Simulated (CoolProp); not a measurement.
Properties of CH3F (R41) at several states (Tc = 317.3 K, pc = 5906 kPa, ω = 0.200).

Model: reference Helmholtz-energy equation of state, Lemmon 2006, in CoolProp. It is a short technical equation, of lower accuracy than the large ones.

```
T (K)  p (kPa)   phase  speed of sound (m/s)  Joule-Thomson coefficient (K/MPa)  isothermal compressibility (1/MPa)
-----  -------  ------  --------------------  ---------------------------------  ----------------------------------
194.2     34.2     gas                 248.4                              83.22                               29.67
342.8     15.9     gas                 324.8                              12.12                               62.94
184.9     6770  liquid                  1178                            -0.3271                            0.001244
288.7     2460     gas                 250.5                              18.12                              0.6077
```
